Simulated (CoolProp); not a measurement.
Aqueous calcium chloride as a coolant, 24 % by mass, freezing at -26.4 °C, 1 atm.

Model: Melinder's fits for secondary coolants, in CoolProp.

```csv
T (°C),viscosity (mPa s),density (kg/m³),cp (kJ/(kg K)),Prandtl number
-2.2,4.12,1227,2.895,22.2
0.5,3.81,1226,2.904,20.4
3.2,3.54,1225,2.912,18.9
6,3.29,1224,2.920,17.5
8.7,3.07,1223,2.928,16.2
11.4,2.87,1223,2.935,15.1
14.1,2.69,1222,2.943,14.1
16.9,2.53,1220,2.950,13.2
19.6,2.38,1219,2.957,12.4
22.3,2.25,1218,2.964,11.6
25,2.13,1217,2.970,11.0
27.8,2.01,1215,2.976,10.3
30.5,1.91,1214,2.982,9.74
```
